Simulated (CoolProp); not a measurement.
Properties of dimethyl carbonate along the isobar 1.62 MPa.

The numbers come from the reference Helmholtz-energy equation of state, Zhou 2011 in CoolProp.

```
T (°C)   phase  density (kg/m³)  cp (kJ/(kg K))  speed of sound (m/s)  Joule-Thomson coefficient (K/MPa)
------  ------  ---------------  --------------  --------------------  ---------------------------------
126.95  liquid            922.2           2.054                 814.9                            -0.1777
149.25  liquid            887.0           2.124                 735.5                            -0.1188
171.45  liquid            849.4           2.204                 655.8                           -0.03809
193.65  liquid            807.7           2.306                 572.7                            0.08380
215.85     gas            45.37           1.871                 175.7                              13.73
238.05     gas            41.52           1.858                 187.6                              11.12
260.25     gas            38.53           1.865                 197.5                              9.313
282.45     gas            36.09           1.882                 206.2                              7.991
304.65     gas            34.04           1.903                 214.1                              6.979
326.85     gas            32.27           1.928                 221.2                              6.180
```
